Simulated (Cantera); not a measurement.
Cantera with NASA thermochemical tables; ideal gases at 1 bar, condensed phases pure. Values are per mole of reaction as written; species without (g) are pure solids or liquids, kept so even where they would boil at 1 bar.

H₂O(g) + Nb₂O₅ = 2 NbO₂(g) + H₂O₂(g)

| T (K) | ΔH° (kJ) | ΔS° (J/K) | ΔG° (kJ) | log10 K |
|---|---|---|---|---|
| 2598 | ___ | ___ | ___ | ___ |
| 2648 | ___ | ___ | ___ | ___ |
| 2698 | 1342.0 | 279.2 | 588.8 | -11.40 |
| 2748 | ___ | ___ | ___ | ___ |
| 2798 | ___ | ___ | ___ | ___ |
| 2848 | 1326.3 | 273.5 | 547.3 | -10.04 |
| 2898 | 1321.1 | 271.7 | 533.7 | -9.62 |
| 2948 | 1315.9 | 269.9 | 520.2 | -9.22 |
| 2998 | 1310.7 | 268.2 | 506.7 | -8.83 |

Task: Complete the blanks.

Result: 
- 2598, ΔH° (kJ): 1352.4
- 2598, ΔS° (J/K): 283.1
- 2598, ΔG° (kJ): 616.9
- 2598, log10 K: -12.40
- 2648, ΔH° (kJ): 1347.2
- 2648, ΔS° (J/K): 281.1
- 2648, ΔG° (kJ): 602.8
- 2648, log10 K: -11.89
- 2748, ΔH° (kJ): 1336.8
- 2748, ΔS° (J/K): 277.3
- 2748, ΔG° (kJ): 574.9
- 2748, log10 K: -10.93
- 2798, ΔH° (kJ): 1331.5
- 2798, ΔS° (J/K): 275.4
- 2798, ΔG° (kJ): 561.1
- 2798, log10 K: -10.47
